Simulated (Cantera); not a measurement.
Input: 1 mol trisilylamine, 11 mol NH₃, 0.33 mol H₂, equilibrated at 850 K and 160 Pa.

Equilibrium computed with Cantera from the NASA thermochemical tables; the gas is ideal and each condensed phase is pure. Candidate condensed phases: Si, Si₃N₄; 18 gas species. The feed counts by its element totals alone. The numbers say what is thermodynamically allowed, not how fast it happens.

Base state: H₂ 0.842, N₂ 0.158 (mole fractions); condensed: Si₃N₄(s).

Task: What changes in the equilibrium state with this change: trisilylamine replaced by SiH₂Cl₂?

Result: 
```csv
species,before,after
H₂,0.842,0.711
N₂,0.158,0.204
HCl,0,0.0844
SiCl₄,0,2.10e-5
"Si₃N₄(s), mol",1.00,0.333
```
Further candidate phases: NH₄Cl.

Task: What changes in the equilibrium state with this change: NH₃ from 11 to 0.57 mol?

Result: 
```json
[
 {"species": "H₂", "before": "0.842", "after": "1.00"},
 {"species": "N₂", "before": "0.158", "after": "<1e-9"},
 {"species": "Si₃N₄(s), mol", "before": "1.00", "after": "0.393"},
 {"species": "Si(s), mol", "before": "0", "after": "1.82"}
]
```

Task: What changes in the equilibrium state with this change: trisilylamine replaced by SiCl₄?

Result: 
| species | before | after |
|---|---|---|
| H₂ | 0.842 | 0.628 |
| N₂ | 0.158 | 0.205 |
| HCl | 0 | 0.167 |
| SiCl₄ | 0 | 0.000416 |
| Si₃N₄(s), mol | 1.00 | 0.330 |
Further candidate phases: NH₄Cl.
